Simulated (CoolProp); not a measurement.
Vapour pressure (bar) of R365MFC: the reference equation beside estimates from Tc = 460.0 K, pc = 32.66 bar, ω = 0.377. Clausius-Clapeyron is anchored at 381 K with a constant enthalpy of vaporisation of 22.00 kJ/mol.

Values from CoolProp's reference Helmholtz-energy equation of state, Lemmon 2016.

| T (K) | reference | Clausius-Clapeyron | van der Waals | Soave-Redlich-Kwong |
|---|---|---|---|---|
| 309 | 0.8645 | 1.401 | 5.288 | [?] |
| 327 | 1.616 | 2.244 | 7.080 | 1.619 |
| 345 | 2.801 | 3.422 | 9.226 | 2.829 |
| 363 | 4.563 | 5.006 | 11.75 | 4.641 |
| 381 | 7.063 | 7.063 | 14.67 | 7.225 |
| 399 | 10.49 | 9.661 | 18.02 | 10.77 |
| 417 | [?] | 12.86 | 21.79 | 15.47 |
| 435 | 21.07 | 16.72 | 26.02 | 21.53 |
| 453 | [?] | 21.30 | 30.71 | 29.20 |

**Question.** Complete the blanks.

**Answer.** 
- 309, Soave-Redlich-Kwong: 0.8578
- 417, reference: 15.06
- 453, reference: 28.93

Absolute difference from the reference over all 9 rows, mean and median: Clausius-Clapeyron 22.5 and 20.6 %, van der Waals 165.6 and 107.7 %, Soave-Redlich-Kwong 1.6 and 1.7 %.
